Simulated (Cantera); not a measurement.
Input (Python, Cantera) and output of one run.

```python
import numpy as np
import cantera as ct

gas_names = [...]  # 95 gases of nasa_gas.yaml made of C, F, H
cond_names = """
    C(gr) C6H6(L) C7H8(L) C8H18(L),n-octa
""".split()


# ... load() reads the species with a 1 bar reference pressure and builds the phases ...
atoms = {
    'CHF3': {'C': 1, 'H': 1, 'F': 3},
    'H2': {'H': 2},
}
top_T = {'C(gr)': 4500}  # K; cautious upper limits of use, not melting points


# ... equilibrate(T, P, feed) seeds the gas with the atoms and calls Mixture.equilibrate('TP', solver="vcs", rtol=1e-11, max_steps=5000) ...
results = []
feed = {'CHF3': 1, 'H2': 3.6}  # mol
T = 848.15  # K
P = 10000  # Pa
mix = equilibrate(T, P, feed)
results.append((T, P, feed, dict(zip(mix.species_names, mix.species_moles))))
print(gas.report(threshold=1e-05))
for i in range(1, mix.n_phases):
    print(f"{mix.phase(i).name:16s} {mix.phase_moles(i):12.5e} mol")
```

Output:

```
       temperature   848.15 K
          pressure   10000 Pa
           density   0.01695 kg/m^3
  mean mol. weight   11.953 kg/kmol
   phase of matter   gas

                          1 kg             1 kmol
                     ---------------   ---------------
          enthalpy       -1.1088e+07       -1.3254e+08  J
   internal energy       -1.1678e+07       -1.3959e+08  J
           entropy             17649        2.1097e+05  J/K
    Gibbs function       -2.6057e+07       -3.1147e+08  J
 heat capacity c_p            2525.6             30189  J/K
 heat capacity c_v              1830             21875  J/K

                      mass frac. Y      mole frac. X     chem. pot. / RT
                     ---------------   ---------------   ---------------
               CH4          0.016979           0.01265           -41.754
                HF           0.90798           0.54249           -63.858
                H2           0.07503           0.44486           -20.225
     [  +92 minor]        7.3409e-06         2.198e-06

C(gr)             9.30044e-01 mol
```

Method: chemical equilibrium by Gibbs-energy minimisation in Cantera with the NASA 1993 tables (ideal gas, pure condensed phases).
